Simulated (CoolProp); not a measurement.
A simple Rankine cycle with R1336mzz(Z): condensing at 290.15 K, boiler at 1.02 MPa, turbine inlet 391.7 K, turbine efficiency 0.75, pump efficiency 0.6, no recuperator. Each further row changes one setting.

Values from CoolProp's reference Helmholtz-energy equation of state, McLinden 2020.

```tsv
case	thermal efficiency (%)	net work (kJ/kg)	heat in (kJ/kg)	turbine exit temperature (K)	volume ratio over the turbine
as stated	14.1	34.8	247	?	21.4
turbine inlet 411.7 K	14.0	?	?	357.8	20.4
condensing temperature 282.15 K	15.2	39.0	257	330.9	30.0
boiler pressure 0.714 MPa	12.8	?	?	346.1	?
turbine efficiency 0.65	12.1	30.0	247	?	21.8
```

**Question.** What belongs in the gaps?

**Answer.** 
- as stated, turbine exit temperature (K): 335.7
- turbine inlet 411.7 K, net work (kJ/kg): 37.9
- turbine inlet 411.7 K, heat in (kJ/kg): 271
- boiler pressure 0.714 MPa, net work (kJ/kg): 32.5
- boiler pressure 0.714 MPa, heat in (kJ/kg): 255
- boiler pressure 0.714 MPa, volume ratio over the turbine: 13.9
- turbine efficiency 0.65, turbine exit temperature (K): 340.9
